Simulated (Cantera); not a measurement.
**Ammonia decomposition in nitride growth gas**

An isothermal, constant-pressure homogeneous reactor starts with NH3 : H2 = 1 : 1.1 (molar parts), at 2173 K and 0.0420 bar.

Computed with Cantera and the gas-phase N/H chemistry of the illustrative SiF4/NH3 mechanism in the Surface Chemkin manual (1991). Walls and surfaces, which speed up NH3 decomposition in real reactors, are not modelled.

| t (s) | x NH3 | x H2 | x NH | x N2 | x H |
|---|---|---|---|---|---|
| 1.00e-5 | 0.476 | 0.524 | 2.13e-9 | <1e-12 | 7.05e-6 |
| 3.39e-5 | 0.476 | 0.524 | 4.44e-8 | 2.38e-10 | 2.23e-5 |
| 0.000115 | 0.476 | 0.524 | 6.45e-7 | 5.50e-8 | 7.35e-5 |
| 0.000389 | 0.475 | 0.524 | 7.33e-6 | 8.88e-6 | 0.000241 |
| 0.00132 | 0.472 | 0.525 | 4.01e-5 | 0.000568 | 0.000582 |
| 0.00447 | 0.459 | 0.533 | 4.73e-5 | 0.00491 | 0.000653 |
| 0.0152 | 0.418 | 0.561 | 4.62e-5 | 0.0189 | 0.000707 |
| 0.0514 | 0.310 | 0.632 | 4.27e-5 | 0.0557 | 0.000876 |
| 0.174 | 0.127 | 0.753 | 3.26e-5 | 0.118 | 0.00139 |
| 0.590 | 0.00746 | 0.830 | 1.46e-5 | 0.158 | 0.00413 |
| 2.00 | 3.65e-6 | 0.819 | 1.95e-7 | 0.160 | 0.0213 |
x: mole fraction; the columns are a selection and need not sum to one.

Equilibrium at this temperature and pressure: NH3 1.92e-7, H2 0.819, NH 1.05e-8, N2 0.160, H 0.0214 (gas phase only).
